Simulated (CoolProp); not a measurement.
Methanol at 369.56 K and 0.0403 MPa is throttled through a valve to 0.00318 MPa with no heat exchange. Each further row changes one setting.

Computed with CoolProp (reference Helmholtz-energy equation of state, de Reuck 1993).

```json
[
 {"case": "as stated", "temperature change (K)": "___", "final density (kg/m³)": "___"},
 {"case": "outlet pressure 0.000954 MPa", "temperature change (K)": "___", "final density (kg/m³)": "___"},
 {"case": "outlet pressure 0.00413 MPa", "temperature change (K)": "___", "final density (kg/m³)": "___"}
]
```

**Question.** Some entries are withheld; supply them.

**Answer.** 
- as stated, temperature change (K): -2.4
- as stated, final density (kg/m³): 0.0334
- outlet pressure 0.000954 MPa, temperature change (K): -2.5
- outlet pressure 0.000954 MPa, final density (kg/m³): 0.0100
- outlet pressure 0.00413 MPa, temperature change (K): -2.3
- outlet pressure 0.00413 MPa, final density (kg/m³): 0.0434
